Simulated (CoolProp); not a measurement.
A single-stage vapour-compression cycle with propane: evaporating at 218.15 K (dew point), condensing at 269.15 K (bubble point), superheat 2 K, subcooling 8 K, compressor efficiency 0.8, no pressure losses. Each further row changes one setting.

Values from CoolProp's reference Helmholtz-energy equation of state, Lemmon 2009.

```json
[
 {"case": "as stated", "cooling COP": "2.96", "pressure ratio": "7.59", "discharge temperature (K)": "302.8", "refrigerating effect (kJ/kg)": "343", "volumetric capacity (kJ/m³)": "467"},
 {"case": "evaporating temperature 223.15 K", "cooling COP": "3.43", "pressure ratio": "5.94", "discharge temperature (K)": "298.4", "refrigerating effect (kJ/kg)": "349", "volumetric capacity (kJ/m³)": "596"},
 {"case": "condensing temperature 264.15 K", "cooling COP": "3.36", "pressure ratio": "6.46", "discharge temperature (K)": "296.0", "refrigerating effect (kJ/kg)": "355", "volumetric capacity (kJ/m³)": "483"},
 {"case": "subcooling 13 K", "cooling COP": "3.06", "pressure ratio": "7.59", "discharge temperature (K)": "302.8", "refrigerating effect (kJ/kg)": "355", "volumetric capacity (kJ/m³)": "483"},
 {"case": "superheat 12 K", "cooling COP": "2.94", "pressure ratio": "7.59", "discharge temperature (K)": "313.6", "refrigerating effect (kJ/kg)": "357", "volumetric capacity (kJ/m³)": "463"},
 {"case": "compressor efficiency 0.7", "cooling COP": "2.59", "pressure ratio": "7.59", "discharge temperature (K)": "312.0", "refrigerating effect (kJ/kg)": "343", "volumetric capacity (kJ/m³)": "467"}
]
```
